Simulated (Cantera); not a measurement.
## Adiabatic ignition

An adiabatic, constant-volume homogeneous reactor starts with CH4 : O2 : N2 = 1 : 5.56 : 20.9 (molar parts), at 1625 K and 28.0 bar.

Detailed kinetics in Cantera: GRI-Mech 3.0 (53 species, 325 reactions). The pressure lies above the range GRI-Mech 3.0 was tuned for (to about 10 atm).

```
t (s)     T (K)  P (bar)   x CH4   x O2    x CH2O     x H2O     x HO2
--------  -----  -------  ------  -----  --------  --------  --------
2.00e-6    1625     28.0  0.0364  0.202   5.89e-6   1.18e-5   6.35e-6
5.41e-6    1625     28.0  0.0362  0.202   8.01e-5  0.000134   1.70e-5
1.46e-5    1652     28.5  0.0324  0.199   0.00133   0.00355  0.000136
3.95e-5    2558     44.2  <1e-12  0.128  3.10e-12    0.0699   2.46e-5
0.000107   2555     44.1  <1e-12  0.127  3.00e-12    0.0699   2.44e-5
0.000288   2549     44.0  <1e-12  0.126  2.86e-12    0.0700   2.38e-5
0.000780   2537     43.8  <1e-12  0.124  2.59e-12    0.0701   2.28e-5
0.00211    2521     43.5  <1e-12  0.121  2.28e-12    0.0702   2.15e-5
0.00570    2514     43.4  <1e-12  0.120  2.15e-12    0.0703   2.09e-5
0.0154     2514     43.4  <1e-12  0.120  2.14e-12    0.0703   2.09e-5
0.0416     2514     43.4  <1e-12  0.120  2.14e-12    0.0703   2.09e-5
0.112      2514     43.4  <1e-12  0.120  2.14e-12    0.0703   2.09e-5
0.304      2514     43.4  <1e-12  0.120  2.14e-12    0.0703   2.09e-5
0.821      2514     43.4  <1e-12  0.120  2.14e-12    0.0703   2.09e-5
2.22       2514     43.4  <1e-12  0.120  2.14e-12    0.0703   2.09e-5
6.00       2514     43.4  <1e-12  0.120  2.14e-12    0.0703   2.09e-5
```
x: mole fraction; the columns are a selection and need not sum to one.

The time of steepest temperature rise comes out as 20.6 µs. The temperature at 6.00 s comes out as 2514 K and the equilibrium temperature is 2514 K. The x(CH4) at 6.00 s is <1e-12 (gas-phase equilibrium <1e-12) and the x(O2) at 6.00 s is 0.120 (gas-phase equilibrium 0.120). The x(CH2O) at 6.00 s comes out as 2.14e-12 (gas-phase equilibrium 2.14e-12).
